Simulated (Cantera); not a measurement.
Input (Python, Cantera):

```python
import numpy as np
import cantera as ct

surf = ct.Interface("ptcombust.yaml", "Pt_surf")
gas = surf.adjacent["gas"]
gas.TPX = 300, 7600, {'CH4': 0.017, 'O2': 0.12, 'N2': 0.79}
jet = ct.ImpingingJet(gas=gas, width=0.097, surface=surf)
jet.inlet.mdot, jet.inlet.T, jet.inlet.X = 0.053, 300, {'CH4': 0.017, 'O2': 0.12, 'N2': 0.79}
jet.set_refine_criteria(ratio=10, slope=0.2, curve=0.3)
show, cover = ['CH4', 'O2', 'H2O', 'OH', 'CO', 'CO2'], ["PT(S)", "H(S)", "O(S)", "OH(S)", "CO(S)", "C(S)"]

rows = []
print(f"{'Ts/K':>7s}" + "".join(f"{s:>11s}" for s in show + cover) + "   (gas at the wall, coverages)")
for i, Ts in enumerate([900, 950, 1000, 1050, 1100, 1150, 1200]):
    jet.surface.T = Ts
    if i == 0:
        surf.TP = Ts, 7600
        surf.coverages = "PT(S):0.5, O(S):0.5"
        surf.advance_coverages(1.0)
        jet.set_initial_guess(products="inlet")
    jet.solve(loglevel=0, auto=(i == 0))
    rows.append([*(jet.X[gas.species_index(s), -1] for s in show), *surf[cover].coverages])
    print(f"{Ts:7g}" + "".join(f"{x:11.3e}" for x in rows[-1]))
```

Output:

```
   Ts/K        CH4         O2        H2O         OH         CO        CO2      PT(S)       H(S)       O(S)      OH(S)      CO(S)       C(S)   (gas at the wall, coverages)
    900  1.082e-02  1.134e-01  1.401e-02  2.677e-08  4.193e-06  9.222e-03  2.061e-01  5.572e-08  7.930e-01  8.777e-04  4.596e-06  1.635e-08
    950  7.981e-03  1.074e-01  1.924e-02  8.315e-08  4.269e-06  1.269e-02  2.742e-01  1.398e-07  7.249e-01  9.254e-04  3.326e-06  1.592e-08
   1000  5.871e-03  1.029e-01  2.309e-02  2.252e-07  4.243e-06  1.526e-02  3.441e-01  2.937e-07  6.550e-01  8.982e-04  2.290e-06  1.431e-08
   1050  4.420e-03  9.988e-02  2.570e-02  5.412e-07  4.247e-06  1.701e-02  4.135e-01  5.462e-07  5.857e-01  8.310e-04  1.573e-06  1.252e-08
   1100  3.432e-03  9.783e-02  2.745e-02  1.176e-06  4.345e-06  1.817e-02  4.811e-01  9.335e-07  5.182e-01  7.477e-04  1.106e-06  1.096e-08
   1150  2.753e-03  9.647e-02  2.861e-02  2.356e-06  4.564e-06  1.893e-02  5.454e-01  1.495e-06  4.539e-01  6.611e-04  8.026e-07  9.720e-09
   1200  2.268e-03  9.559e-02  2.936e-02  4.400e-06  4.947e-06  1.939e-02  6.057e-01  2.279e-06  3.937e-01  5.775e-04  6.030e-07  8.752e-09
```

Computed with Cantera and Deutschmann's 1995 Pt surface mechanism with GRI-Mech 3.0 gas chemistry. Catalytic surfaces can have several steady states; this one follows from the mechanism file's or the stated starting coverage.
